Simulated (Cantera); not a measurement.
c-C₄F₈ + H₂ (fluorocarbon and chlorocarbon gases)

Input: 1 mol c-C₄F₈, a varied amount of H₂, held at 652 °C and 0.00825 Torr.

Equilibrium computed with Cantera from the NASA thermochemical tables; the gas is ideal and each condensed phase is pure. Candidate condensed phases: C, C₆H₆, C₇H₈, C₈H₁₈; 95 gas species. The feed counts by its element totals alone. Gases not in the tables: C₂F₆ and larger saturated fluorocarbons. Equilibrium is a limit: real reactors are often held back by kinetics, nucleation or transport.

```json
[
 {"n(H₂) (mol)": "0.053", "x HF": "0.0510", "x CF₄": "0.949", "x H₂": "<1e-12", "x CH₄": "<1e-12", "x H": "<1e-12", "x CF₂": "1.01e-8", "x CHF₃": "8.64e-10", "x CF₃": "6.10e-9", "n C(graphite)": "2.03"},
 {"n(H₂) (mol)": "0.091", "x HF": "0.0852", "x CF₄": "0.915", "x H₂": "<1e-12", "x CH₄": "<1e-12", "x H": "<1e-12", "x CF₂": "9.88e-9", "x CHF₃": "1.42e-9", "x CF₃": "5.93e-9", "n C(graphite)": "2.05"},
 {"n(H₂) (mol)": "0.15", "x HF": "0.135", "x CF₄": "0.865", "x H₂": "<1e-12", "x CH₄": "<1e-12", "x H": "<1e-12", "x CF₂": "9.61e-9", "x CHF₃": "2.18e-9", "x CF₃": "5.69e-9", "n C(graphite)": "2.08"},
 {"n(H₂) (mol)": "0.26", "x HF": "0.218", "x CF₄": "0.782", "x H₂": "<1e-12", "x CH₄": "<1e-12", "x H": "<1e-12", "x CF₂": "9.14e-9", "x CHF₃": "3.35e-9", "x CF₃": "5.28e-9", "n C(graphite)": "2.13"},
 {"n(H₂) (mol)": "0.45", "x HF": "0.336", "x CF₄": "0.664", "x H₂": "<1e-12", "x CH₄": "<1e-12", "x H": "<1e-12", "x CF₂": "8.41e-9", "x CHF₃": "4.77e-9", "x CF₃": "4.66e-9", "n C(graphite)": "2.23"},
 {"n(H₂) (mol)": "0.77", "x HF": "0.488", "x CF₄": "0.512", "x H₂": "1.03e-12", "x CH₄": "<1e-12", "x H": "<1e-12", "x CF₂": "7.39e-9", "x CHF₃": "6.08e-9", "x CF₃": "3.84e-9", "n C(graphite)": "2.38"},
 {"n(H₂) (mol)": "1.3", "x HF": "0.658", "x CF₄": "0.342", "x H₂": "2.29e-12", "x CH₄": "<1e-12", "x H": "<1e-12", "x CF₂": "6.04e-9", "x CHF₃": "6.70e-9", "x CF₃": "2.84e-9", "n C(graphite)": "2.65"},
 {"n(H₂) (mol)": "2.3", "x HF": "0.844", "x CF₄": "0.156", "x H₂": "5.56e-12", "x CH₄": "<1e-12", "x H": "<1e-12", "x CF₂": "4.08e-9", "x CHF₃": "5.80e-9", "x CF₃": "1.57e-9", "n C(graphite)": "3.15"},
 {"n(H₂) (mol)": "3.9", "x HF": "0.994", "x CF₄": "0.00637", "x H₂": "3.82e-11", "x CH₄": "<1e-12", "x H": "<1e-12", "x CF₂": "8.24e-10", "x CHF₃": "1.38e-9", "x CF₃": "1.43e-10", "n C(graphite)": "3.95"},
 {"n(H₂) (mol)": "6.6", "x HF": "0.755", "x CF₄": "<1e-12", "x H₂": "0.245", "x CH₄": "1.50e-7", "x H": "3.89e-8", "x CF₂": "<1e-12", "x CHF₃": "<1e-12", "x CF₃": "<1e-12", "n C(graphite)": "4.00"}
]
```
x: gas mole fraction; n: condensed amount in mol.

From 0.053 mol H₂ to 6.6 mol H₂ the condensed part is C(graphite). The main C-bearing gas is CF₄ at 0.053 mol H₂ and CH₄ at 6.6 mol H₂. The share of C in condensed phases is highest at 6.6 mol H₂ (100.0 %) and lowest at 0.053 mol H₂ (50.7 %).
